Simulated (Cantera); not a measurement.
Feed: 1 mol Si(CH3)4, 12 mol H2, equilibrated at 1900 K and 9.75 Torr.

Equilibrium computed with Cantera from the NASA thermochemical tables; the gas is ideal and each condensed phase is pure. Candidate condensed phases: C, C6H6, C7H8, C8H18, Si, SiC; 87 gas species. Equilibrium is a limit: real reactors are often held back by kinetics, nucleation or transport.

Task: What is the equilibrium state?

Result: 
```json
{
 "x(H2)": "0.993",
 "x(H)": "0.00693",
 "x(C2H2 (acetylene))": "0.000379",
 "x(Si)": "3.60e-5",
 "x(CH4)": "7.20e-6",
 "x(SiH)": "3.55e-6",
 "x(SiH2)": "2.15e-6",
 "x(CH3)": "1.01e-6",
 "n(C(graphite))": "2.99 mol",
 "n(SiC(s))": "0.999 mol",
 "gas_amount": "18.06 mol",
 "log10 activity of Si(l) (absent)": "-1.43"
}
```
